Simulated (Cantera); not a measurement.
An isothermal, constant-pressure homogeneous reactor starts with CH4 : CO2 = 1 : 0.41 (molar parts), at 1248 K and 195 Torr. Integrator tolerance rtol = 1e-08.

Model: GRI-Mech 3.0 (53 species, 325 reactions), integrated in Cantera. GRI-Mech 3.0 stops at C3 and has no aromatics, soot or wall deposition, so with more carbon than oxygen in the feed, carbon stays in small species such as C2H2 where larger ones or solid carbon would form.

Problem. What does this change do: temperature 1248 to 2223 K?

Solution. 
```
quantity                                           before                                      after
----------------  ---------------------------------------  -----------------------------------------
x(CH4) at 100 s       0.618 (gas-phase equilibrium 0.201)  0.000178 (gas-phase equilibrium 0.000179)
x(CO2) at 100 s     0.267 (gas-phase equilibrium 7.94e-7)    2.74e-8 (gas-phase equilibrium 2.75e-8)
x(C2H4) at 100 s   0.00396 (gas-phase equilibrium 0.0103)    3.53e-5 (gas-phase equilibrium 3.53e-5)
x(CH2O) at 100 s  7.61e-8 (gas-phase equilibrium 1.84e-8)    1.80e-8 (gas-phase equilibrium 1.80e-8)
x(HO2) at 100 s     <1e-12 (gas-phase equilibrium <1e-12)      <1e-12 (gas-phase equilibrium <1e-12)
```

Problem. What does this change do: pressure from 195 Torr to 3080 Torr?

Solution. 
```csv
quantity,before,after
x(CH4) at 100 s,0.618 (gas-phase equilibrium 0.201),0.452 (gas-phase equilibrium 0.261)
x(CO2) at 100 s,0.267 (gas-phase equilibrium 7.94e-7),0.144 (gas-phase equilibrium 0.000127)
x(C2H4) at 100 s,0.00396 (gas-phase equilibrium 0.0103),0.0584 (gas-phase equilibrium 0.00142)
x(CH2O) at 100 s,7.61e-8 (gas-phase equilibrium 1.84e-8),1.10e-7 (gas-phase equilibrium 2.66e-7)
x(HO2) at 100 s,<1e-12 (gas-phase equilibrium <1e-12),<1e-12 (gas-phase equilibrium <1e-12)
```
